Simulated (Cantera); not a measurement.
## SiCl4 + H2 (chlorosilane synthesis and conversion)

Feed: 1 mol SiCl4, 3.1 mol H2, at 28.0 bar.

Cantera equilibrium calculation (NASA polynomials, part measured and part estimated; ideal gas, pure solids and liquids). Candidate condensed phases: Si; 19 gas species. The tables' values for SiCl3 are old estimates; treat these amounts as uncertain. The numbers say what is thermodynamically allowed, not how fast it happens.

| T (°C) | x H2 | x SiCl4 | x HCl | x SiHCl3 | x SiCl3 |
|---|---|---|---|---|---|
| 277 | 0.755 | 0.243 | 0.00118 | 0.00118 | 1.15e-10 |
| 377 | 0.752 | 0.240 | 0.00383 | 0.00383 | 1.39e-8 |
| 477 | 0.747 | 0.235 | 0.00894 | 0.00889 | 4.59e-7 |
| 577 | 0.739 | 0.227 | 0.0168 | 0.0166 | 6.52e-6 |
| 677 | 0.729 | 0.217 | 0.0273 | 0.0266 | 5.20e-5 |
| 777 | 0.716 | 0.205 | 0.0400 | 0.0381 | 0.000273 |
| 877 | 0.702 | 0.191 | 0.0545 | 0.0500 | 0.00105 |
| 977 | 0.686 | 0.176 | 0.0706 | 0.0609 | 0.00313 |
x: gas mole fraction; nothing condenses.

From 277 °C to 977 °C nothing is condensed. The main Si-bearing gas is SiCl4 throughout.
